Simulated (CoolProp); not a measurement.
A single-stage vapour-compression cycle with carbonyl sulfide: evaporating at 290.15 K (dew point), condensing at 358.15 K (bubble point), superheat 8 K, subcooling 8 K, compressor efficiency 0.9, no pressure losses. Each further row changes one setting.

Values from CoolProp's reference Helmholtz-energy equation of state, Lemmon 2006. It is a short technical equation, of lower accuracy than the large ones.

```tsv
case	cooling COP	pressure ratio	discharge temperature (K)	refrigerating effect (kJ/kg)	volumetric capacity (kJ/m³)
as stated	2.63	4.27	415.6	171	4960
evaporating temperature 295.15 K	2.94	3.75	411.1	172	5680
condensing temperature 353.15 K	2.96	3.90	407.3	179	5210
subcooling 13 K	2.77	4.27	415.6	180	5230
superheat 18 K	___	4.27	427.3	179	4960
compressor efficiency 0.8	___	4.27	___	171	4960
```

Q: Some entries are withheld; supply them.

A: 
- superheat 18 K, cooling COP: 2.62
- compressor efficiency 0.8, cooling COP: 2.34
- compressor efficiency 0.8, discharge temperature (K): 423.6
